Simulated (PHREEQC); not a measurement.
Dissolve 0.0065 mol/kgw CuSO4, 0.051 mol/kgw H2SO4 and 0.011 mol/kgw NaCl at 20 °C. Closed to the air; pH follows from the charge balance.

Model: ion-association model, phreeqc.dat, run in PHREEQC.

No solid was allowed to form.

### Question
Order these S species by the share of S that they hold, largest first: SO4-2, NaSO4-, CuSO4, HSO4-.

### Answer
HSO4- (66 %), SO4-2 (30 %), CuSO4 (3.7 %), NaSO4- (0.57 %)

The pH is 1.28 and the ionic strength 0.105 mol/kgw. Species that the database lacks are ignored.
